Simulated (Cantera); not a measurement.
What does this Cantera script print?

```python
import numpy as np
import cantera as ct

gas = ct.Solution("gri30.yaml")
gas.TPX = 998, 2666, {'H2': 0.16, 'O2': 1, 'N2': 0.58}
reactor = ct.IdealGasConstPressureReactor(gas, energy="off", clone=False)
net = ct.ReactorNet([reactor])
net.rtol, net.atol = 1e-08, 1e-18
show = ['H2', 'O2', 'N2O', 'O', 'H', 'H2O']
times = np.geomspace(2e-05, 3, 11)

steps = ct.SolutionArray(gas, extra=["t"])
rows = []
print(f"{'t/s':>10s}{'T/K':>9s}{'P/Pa':>11s}" + "".join(f"{s:>11s}" for s in show))
for t in times:
    while net.time < t:
        t_next = net.step()
        steps.append(gas.state, t=t_next)
    rows.append([np.interp(t, steps.t, y) for y in (steps.T, steps.P, *steps(*show).X.T)])
    print(f"{t:10.3e}{rows[-1][0]:9.1f}{rows[-1][1]:11.4g}" + "".join(f"{x:11.3e}" for x in rows[-1][2:]))
rate = np.gradient(steps.T, steps.t)
print("integrator steps:", len(steps.t))
if steps.T.max() > steps.T[0] + 200:
    print(f"time of steepest temperature rise: {steps.t[rate.argmax()]:.4e} s")
gas.TPX = 998, 2666, {'H2': 0.16, 'O2': 1, 'N2': 0.58}
gas.equilibrate("TP")
print(f"equilibrium (TP): T = {gas.T:.1f} K  " + "  ".join(f"{s} {gas[s].X[0]:.3e}" for s in show))
```

It prints:

```
       t/s      T/K       P/Pa         H2         O2        N2O          O          H        H2O
 2.000e-05    998.0       2666  9.195e-02  5.747e-01  8.529e-21  1.571e-12  1.815e-11  3.627e-13
 6.586e-05    998.0       2666  9.195e-02  5.747e-01  4.244e-20  1.489e-11  5.785e-11  9.335e-12
 2.169e-04    998.0       2666  9.195e-02  5.747e-01  5.283e-19  1.480e-10  2.658e-10  2.098e-10
 7.143e-04    998.0       2666  9.195e-02  5.747e-01  3.052e-17  5.503e-09  7.860e-09  1.299e-08
 2.352e-03    998.0       2666  9.124e-02  5.743e-01  1.195e-12  2.051e-04  2.942e-04  5.184e-04
 7.746e-03    998.0       2666  1.982e-03  5.470e-01  2.138e-09  7.806e-03  5.706e-03  8.981e-02
 2.551e-02    998.0       2666  1.488e-04  5.537e-01  3.579e-09  5.589e-04  7.814e-05  9.599e-02
 8.400e-02    998.0       2666  1.212e-05  5.542e-01  3.960e-09  4.431e-05  1.704e-06  9.632e-02
 2.766e-01    998.0       2666  1.088e-06  5.542e-01  4.081e-09  5.414e-06  7.336e-08  9.637e-02
 9.110e-01    998.0       2666  1.297e-07  5.542e-01  4.139e-09  9.680e-07  5.511e-09  9.638e-02
 3.000e+00    998.0       2666  2.407e-08  5.542e-01  4.177e-09  2.207e-07  5.966e-10  9.638e-02
integrator steps: 1461
equilibrium (TP): T = 998.0 K  H2 6.571e-11  O2 5.542e-01  N2O 2.980e-10  O 6.789e-10  H 1.075e-13  H2O 9.639e-02
```

Computed with Cantera and GRI-Mech 3.0 (53 species, 325 reactions). Radical loss at walls, strong at low pressure, is not modelled. The temperature is held fixed by assumption; the heat of reaction is taken as removed at once.
